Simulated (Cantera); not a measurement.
What does this Cantera script print?

```python
import numpy as np
import cantera as ct

gas_names = [...]  # 110 gases of nasa_gas.yaml made of C, H, O
cond_names = """
    C(gr) C6H6(L) C7H8(L) C8H18(L),n-octa H2O(s) H2O(L)
""".split()


# ... load() reads the species with a 1 bar reference pressure and builds the phases ...
atoms = {
    'C2H2': {'C': 2, 'H': 2},
    'CO2': {'C': 1, 'O': 2},
}
top_T = {'C(gr)': 4500}  # K; cautious upper limits of use, not melting points


# ... equilibrate(T, P, feed) seeds the gas with the atoms and calls Mixture.equilibrate('TP', solver="vcs", rtol=1e-11, max_steps=5000) ...
results = []
feed = {'C2H2': 1, 'CO2': 0.2}  # mol
T = 700  # K
P = 14  # Pa
mix = equilibrate(T, P, feed)
results.append((T, P, feed, dict(zip(mix.species_names, mix.species_moles))))
print(gas.report(threshold=0.001))
for i in range(1, mix.n_phases):
    print(f"{mix.phase(i).name:16s} {mix.phase_moles(i):12.5e} mol")
```

Result:

```
       temperature   700 K
          pressure   14 Pa
           density   2.2504e-05 kg/m^3
  mean mol. weight   9.3553 kg/kmol
   phase of matter   gas

                          1 kg             1 kmol
                     ---------------   ---------------
          enthalpy       -2.9142e+06       -2.7263e+07  J
   internal energy       -3.5363e+06       -3.3083e+07  J
           entropy             27179        2.5427e+05  J/K
    Gibbs function       -2.1939e+07       -2.0525e+08  J
 heat capacity c_p            3254.7             30449  J/K
 heat capacity c_v              2366             22134  J/K

                      mass frac. Y      mole frac. X     chem. pot. / RT
                     ---------------   ---------------   ---------------
                CO           0.68356           0.22831           -54.106
               CO2            0.1384          0.029421           -107.12
                H2           0.15766           0.73162           -25.884
               H2O          0.019283          0.010014           -78.897
     [ +106 minor]         0.0010931        0.00063742

C(gr)             1.85222e+00 mol
```

Cantera equilibrium calculation (NASA polynomials, part measured and part estimated; ideal gas, pure solids and liquids).
